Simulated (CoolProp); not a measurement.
Properties of octamethylcyclotetrasiloxane (D4) along the isobar 101 kPa (Tc = 586.5 K, pc = 1347 kPa, ω = 0.598).

Computed with CoolProp (reference Helmholtz-energy equation of state, Thol 2015).

```json
[
 {"T (K)": "494.4", "phase": "gas", "Z": "0.9477", "cv (kJ/(kg K))": "1.762", "speed of sound (m/s)": "112.6", "Joule-Thomson coefficient (K/MPa)": "15.62", "expansivity (1/kK)": "2.460", "fugacity coefficient": "0.9502"},
 {"T (K)": "499.7", "phase": "gas", "Z": "0.9498", "cv (kJ/(kg K))": "1.774", "speed of sound (m/s)": "113.4", "Joule-Thomson coefficient (K/MPa)": "15.02", "expansivity (1/kK)": "2.414", "fugacity coefficient": "0.9522"},
 {"T (K)": "505", "phase": "gas", "Z": "0.9519", "cv (kJ/(kg K))": "1.786", "speed of sound (m/s)": "114.3", "Joule-Thomson coefficient (K/MPa)": "14.45", "expansivity (1/kK)": "2.371", "fugacity coefficient": "0.9540"},
 {"T (K)": "510.3", "phase": "gas", "Z": "0.9538", "cv (kJ/(kg K))": "1.798", "speed of sound (m/s)": "115.1", "Joule-Thomson coefficient (K/MPa)": "13.92", "expansivity (1/kK)": "2.330", "fugacity coefficient": "0.9557"},
 {"T (K)": "515.6", "phase": "gas", "Z": "0.9556", "cv (kJ/(kg K))": "1.809", "speed of sound (m/s)": "115.9", "Joule-Thomson coefficient (K/MPa)": "13.41", "expansivity (1/kK)": "2.290", "fugacity coefficient": "0.9574"},
 {"T (K)": "520.9", "phase": "gas", "Z": "0.9574", "cv (kJ/(kg K))": "1.821", "speed of sound (m/s)": "116.7", "Joule-Thomson coefficient (K/MPa)": "12.93", "expansivity (1/kK)": "2.253", "fugacity coefficient": "0.9590"},
 {"T (K)": "526.2", "phase": "gas", "Z": "0.9590", "cv (kJ/(kg K))": "1.832", "speed of sound (m/s)": "117.5", "Joule-Thomson coefficient (K/MPa)": "12.48", "expansivity (1/kK)": "2.216", "fugacity coefficient": "0.9605"},
 {"T (K)": "531.5", "phase": "gas", "Z": "0.9606", "cv (kJ/(kg K))": "1.843", "speed of sound (m/s)": "118.3", "Joule-Thomson coefficient (K/MPa)": "12.05", "expansivity (1/kK)": "2.182", "fugacity coefficient": "0.9620"},
 {"T (K)": "536.8", "phase": "gas", "Z": "0.9621", "cv (kJ/(kg K))": "1.854", "speed of sound (m/s)": "119.0", "Joule-Thomson coefficient (K/MPa)": "11.64", "expansivity (1/kK)": "2.149", "fugacity coefficient": "0.9633"},
 {"T (K)": "542.1", "phase": "gas", "Z": "0.9635", "cv (kJ/(kg K))": "1.865", "speed of sound (m/s)": "119.8", "Joule-Thomson coefficient (K/MPa)": "11.25", "expansivity (1/kK)": "2.117", "fugacity coefficient": "0.9647"},
 {"T (K)": "547.4", "phase": "gas", "Z": "0.9648", "cv (kJ/(kg K))": "1.876", "speed of sound (m/s)": "120.5", "Joule-Thomson coefficient (K/MPa)": "10.88", "expansivity (1/kK)": "2.086", "fugacity coefficient": "0.9659"},
 {"T (K)": "552.8", "phase": "gas", "Z": "0.9662", "cv (kJ/(kg K))": "1.887", "speed of sound (m/s)": "121.3", "Joule-Thomson coefficient (K/MPa)": "10.52", "expansivity (1/kK)": "2.056", "fugacity coefficient": "0.9672"},
 {"T (K)": "558.1", "phase": "gas", "Z": "0.9674", "cv (kJ/(kg K))": "1.898", "speed of sound (m/s)": "122.0", "Joule-Thomson coefficient (K/MPa)": "10.19", "expansivity (1/kK)": "2.027", "fugacity coefficient": "0.9683"},
 {"T (K)": "563.4", "phase": "gas", "Z": "0.9686", "cv (kJ/(kg K))": "1.908", "speed of sound (m/s)": "122.7", "Joule-Thomson coefficient (K/MPa)": "9.872", "expansivity (1/kK)": "2.000", "fugacity coefficient": "0.9694"}
]
```
